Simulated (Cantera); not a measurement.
A perfectly stirred reactor is fed with 79.4 % NH₃, 20.6 % H₂, at 22000 Pa; it is held at 2300 K, and followed from long to short residence time.

Model: the gas-phase N/H chemistry of the illustrative SiF4/NH3 mechanism in the Surface Chemkin manual (1991), integrated in Cantera. Walls and surfaces, which speed up NH3 decomposition in real reactors, are not modelled.

One state of this run: x NH₃ = 0.473; x H₂ = 0.435; x H = 0.000782; x N = 5.85e-6; x N₂H₄ = 8.81e-8; x N₂H₂ = 1.07e-5. x: mole fraction; the columns are a selection and need not sum to one.

### Question
Which value of τ (s) does it belong to?
(A) 0.24
(B) 0.034
(C) 0.0047
(D) 0.065

### Answer
C, 0.0047
